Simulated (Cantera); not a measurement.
A closed system holds: 1 mol Si, 3.6 mol HF, 0.54 mol H2, at 1.00 Torr.

These are equilibrium values from Cantera (NASA tables, ideal gas, pure condensed phases), not measurements of a reactor. Candidate condensed phases: Si; 25 gas species. The tables' values for SiF3, SiF2 are old estimates; treat these amounts as uncertain. Rates play no part. All values below are at 1175 K.

Base state: H2 0.717, SiF4 0.263, SiF3 0.0111, SiHF3 0.00680, HF 0.000685, SiF2 0.000550, SiH2F2 8.68e-5 (mole fractions); condensed: Si(s).

Q: What changes in the equilibrium state with this change: pressure from 1.00 Torr to 75.0 Torr?

A: 
```csv
species,before,after
H2,0.717,0.715
SiF4,0.263,0.261
SiHF3,0.00680,0.0198
SiF3,0.0111,0.00374
SiF2,0.000550,6.31e-5
SiH2F2,8.68e-5,0.000745
"Si(s), mol",0.0850,0.0799
```

Q: What changes in the equilibrium state with this change: HF from 3.6 to 12 mol?

A: 
| species | before | after |
|---|---|---|
| HF | 0.000685 | 0.693 |
| H2 | 0.717 | 0.220 |
| SiF4 | 0.263 | 0.0867 |
| SiF3 | 0.0111 | 2.00e-6 |
| SiF2 | 0.000550 | <1e-9 |
| SiH2F2 | 8.68e-5 | <1e-9 |
| SiHF3 | 0.00680 | 6.77e-7 |
| Si(s), mol | 0.0850 | 0 |
